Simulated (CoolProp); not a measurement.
R404A at 293.15 K and 0.156 MPa is throttled through a valve to 0.00368 MPa with no heat exchange. Each further row changes one setting.

Computed with CoolProp (reference Helmholtz-energy equation of state, Lemmon 2003). It is a pseudo-pure fit of the blend.

| case | temperature change (K) | final density (kg/m³) |
|---|---|---|
| as stated | -2.9 | [?] |
| outlet pressure 0.0011 MPa | -2.9 | [?] |
| outlet pressure 0.00478 MPa | [?] | [?] |

Problem. What belongs in the gaps?

Solution. 
- as stated, final density (kg/m³): 0.149
- outlet pressure 0.0011 MPa, final density (kg/m³): 0.0445
- outlet pressure 0.00478 MPa, temperature change (K): -2.8
- outlet pressure 0.00478 MPa, final density (kg/m³): 0.193
